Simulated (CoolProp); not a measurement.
Vapour-liquid equilibrium of R125 (1) + fluoroethane (R161) (2) at 3.49 bar; x and y are mole fractions of (1).

Computed with CoolProp (multi-fluid Helmholtz-energy mixture model, Lemmon 2005 and Wu 2012; pair parameters Bell 2016).

**Question.** Give the bubble temperature and the first vapour's composition at x = 0.125, 0.275, 0.35. Is there an azeotrope?

**Answer.** x = 0.125: 264.9 K, y = 0.172; x = 0.275: 262.6 K, y = 0.373; x = 0.35: 261.3 K, y = 0.464. No azeotrope shows between x = 0.05 and 0.95.

The pair parameters rest on a limited set of measurements; away from them the model extrapolates. The gap from Raoult's law changes sign with composition, which may be real or a fault of the pair parameters; it wasn't checked against measurements.
